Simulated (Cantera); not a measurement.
Ignition delay

Mixture: 11.2 % CH₄, 1.45 % C₂H₆, 0.693 % C₃H₈, 18.2 % O₂, 68.4 % N₂, at 0.987 atm, adiabatic and at constant pressure. Ignition delay is the time to a rise of 400 K.

Computed with Cantera and GRI-Mech 3.0 (53 species, 325 reactions).

```tsv
T0 (K)	delay (ms)
1175	6.56
1275	1.84
1375	0.590
1475	0.224
1575	0.101
1675	0.0527
```

```json
{
  "apparent activation energy between 1475 and 1675 K": "150 kJ/mol"
}
```
